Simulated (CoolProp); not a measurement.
The fluid at 298.15 K and 0.254 MPa is throttled through a valve to 0.149 MPa with no heat exchange. The same conditions are run with several fluids, on thermodynamics alone (safety and materials aside).

Values from CoolProp's reference Helmholtz-energy equation of state of each fluid (chlorine: Thol 2021; dimethyl ether: Wu 2011; R507A: Lemmon 2003; R134a: Tillner-Roth 1994; R22: Kamei 1995). Blends and air are pseudo-pure fits.

```tsv
fluid	temperature change (K)	final density (kg/m³)
chlorine	-3.2	?
dimethyl ether	-2.6	2.87
R507A	-1.8	?
R134a	?	6.38
R22	?	?
```

Task: Fill in the missing entries.

Result: 
- chlorine, final density (kg/m³): 4.39
- R507A, final density (kg/m³): 6.13
- R134a, temperature change (K): -2.4
- R22, temperature change (K): -2.3
- R22, final density (kg/m³): 5.36
